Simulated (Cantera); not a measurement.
**Adiabatic ignition**

An adiabatic, constant-pressure homogeneous reactor starts with 3.69 % CH4, 18.9 % O2, 71.1 % N2, 6.27 % CO2, equivalence ratio 0.39, at 1600 K and 4.80 bar.

Computed with Cantera and GRI-Mech 3.0 (53 species, 325 reactions).

```
t (s)     T (K)   x CH4   x O2   x CO2     x CH3     x N2O      x OH    x C2H4
--------  -----  ------  -----  ------  --------  --------  --------  --------
1.00e-6    1600  0.0369  0.189  0.0627   1.10e-6  2.61e-12   5.12e-8  3.61e-12
2.55e-6    1600  0.0369  0.189  0.0627   3.19e-6  1.12e-11   7.62e-8  1.12e-10
6.52e-6    1600  0.0368  0.189  0.0627   9.68e-6  5.52e-11   1.53e-7   2.94e-9
1.66e-5    1600  0.0368  0.189  0.0627   3.51e-5  3.00e-10   4.60e-7   9.35e-8
4.25e-5    1601  0.0365  0.189  0.0627  0.000166   1.81e-9   2.48e-6   5.26e-6
0.000108   1705  0.0213  0.173  0.0626   0.00118   5.74e-8  0.000204   0.00110
0.000277   2313  <1e-12  0.115  0.0974    <1e-12   1.28e-6   0.00389    <1e-12
0.000707   2315  <1e-12  0.115  0.0976    <1e-12   1.23e-6   0.00381    <1e-12
0.00181    2314  <1e-12  0.114  0.0976    <1e-12   1.23e-6   0.00380    <1e-12
0.00461    2313  <1e-12  0.114  0.0976    <1e-12   1.22e-6   0.00378    <1e-12
0.0118     2310  <1e-12  0.113  0.0976    <1e-12   1.22e-6   0.00373    <1e-12
0.0300     2303  <1e-12  0.112  0.0977    <1e-12   1.21e-6   0.00363    <1e-12
0.0767     2297  <1e-12  0.110  0.0978    <1e-12   1.22e-6   0.00353    <1e-12
0.196      2295  <1e-12  0.109  0.0978    <1e-12   1.22e-6   0.00350    <1e-12
0.500      2295  <1e-12  0.109  0.0978    <1e-12   1.22e-6   0.00350    <1e-12
```
x: mole fraction; the columns are a selection and need not sum to one.

```yaml
time_of_steepest_temperature_rise: 0.116 ms
temperature at 0.500 s: 2295 K
equilibrium_temperature: 2295 K
x(CH4) at 0.500 s: <1e-12 (gas-phase equilibrium <1e-12)
x(O2) at 0.500 s: 0.109 (gas-phase equilibrium 0.109)
x(CO2) at 0.500 s: 0.0978 (gas-phase equilibrium 0.0978)
```
